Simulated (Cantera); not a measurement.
A Cantera script and what it prints.

```python
import numpy as np
import cantera as ct

gas_names = [...]  # 151 gases of nasa_gas.yaml made of C, H, N, O, Si
cond_names = """
    C(gr) C6H6(L) C7H8(L) C8H18(L),n-octa H2O(s) H2O(L) Si(cr) Si(L) SiC(b) SiO2(Lqz) SiO2(hqz) SiO2(L)
    Si2N2O(s) Si3N4(a)
""".split()


# ... load() reads the species with a 1 bar reference pressure and builds the phases ...
atoms = {
    'SiO2': {'Si': 1, 'O': 2},
    'CH4': {'C': 1, 'H': 4},
    'N2': {'N': 2},
}
top_T = {'C(gr)': 4500, 'SiC(b)': 3050, 'Si2N2O(s)': 2100, 'Si3N4(a)': 2400}  # K; cautious upper limits of use, not melting points


# ... equilibrate(T, P, feed) seeds the gas with the atoms and calls Mixture.equilibrate('TP', solver="vcs", rtol=1e-11, max_steps=5000) ...
results = []
feed = {'SiO2': 1, 'CH4': 2.8, 'N2': 8.5}  # mol
P = 10000  # Pa
for T in [1098, 1198, 1298, 1398, 1498, 1598, 1698, 1798, 1898, 1998, 2098]:
    mix = equilibrate(T, P, feed)
    results.append((T, P, feed, dict(zip(mix.species_names, mix.species_moles))))

top = {s: max(r[3][s] / sum(r[3][g] for g in gas_names) for r in results) for s in gas_names}
cols = sorted((s for s in top if top[s] > 0.001), key=lambda s: -top[s])[:5]
seen = [c for c in cond_names if any(r[3].get(c, 0) > 1e-12 for r in results)]
print("log10 of partial pressures in bar; condensed amounts in mol")
print(f"{'T/K':>10s}" + "".join(f"{s[:9]:>10s}" for s in cols + seen))
for T, P, feed, n in results:
    ng = sum(n[g] for g in gas_names)
    print(f"{T:10.4g}" + "".join(f"{np.log10(max(n[s] / ng * P / 1e5, 1e-99)):10.3f}" for s in cols)
          + "".join(f"{n.get(c, 0):10.4g}" for c in seen))
```

It prints:

```
log10 of partial pressures in bar; condensed amounts in mol
       T/K        N2        H2        CO       SiO         H     C(gr)    SiC(b) SiO2(hqz) Si2N2O(s)
      1098    -1.225    -1.405    -3.002   -11.687    -8.309     2.651         0    0.9055   0.04723
      1198    -1.247    -1.416    -2.307    -9.664    -7.429     2.076         0    0.5197    0.2401
      1298    -1.276    -1.431    -2.003    -8.095    -6.686     1.298         0         0       0.5
      1398    -1.276    -1.431    -2.003    -6.896    -6.041     1.296         0         0       0.5
      1498    -1.276    -1.431    -2.003    -5.861    -5.480     1.292         0         0    0.4999
      1598    -1.276    -1.432    -2.003    -4.959    -4.990     1.286         0         0    0.4992
      1698    -1.278    -1.456    -1.920    -4.062    -4.568         0    0.8581         0   0.06404
      1798    -1.278    -1.460    -1.930    -3.178    -4.183         0    0.8931         0         0
      1898    -1.278    -1.461    -1.931    -3.157    -3.837         0    0.8874         0         0
      1998    -1.279    -1.463    -1.933    -3.128    -3.526         0    0.8785         0         0
      2098    -1.280    -1.466    -1.936    -3.093    -3.245         0    0.8643         0         0
```

Equilibrium computed with Cantera from the NASA thermochemical tables; the gas is ideal and each condensed phase is pure. N2 is the only nitrogen source here; it is nearly inert below about 1500 K, so the nitride shown seldom forms there in practice. Mutual solubility and eutectic melting of coexisting phases are not modelled. The tables' values for SiN are old estimates; treat these amounts as uncertain. The tables hold silica as quartz up to 1696 K and as liquid above; real silica turns to tridymite and cristobalite and melts near 1996 K. Gases not in the tables: Si2H6 and higher silanes.
